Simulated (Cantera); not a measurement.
A freely propagating, adiabatic, planar premixed flame of 6.78 % CH4, 4.95 % C2H6, 22.0 % O2, 66.2 % N2, equivalence ratio 1.4, unburnt at 550 K and 2.76 atm; mixture-averaged transport, grid criteria slope 0.08 and curve 0.16, no radiation.

Detailed kinetics in Cantera: GRI-Mech 3.0 (53 species, 325 reactions). Burning velocities carry a grid error of a few per cent, more on coarse grids.

Problem. Predict: laminar burning velocity; thermal thickness; peak x(HO2); peak x(CH3).

Solution. 
```json
{
  "laminar_burning_velocity": "86.8 cm/s",
  "thermal_thickness": "0.140 mm",
  "peak x(HO2)": "0.000411",
  "peak x(CH3)": "0.00464"
}
```
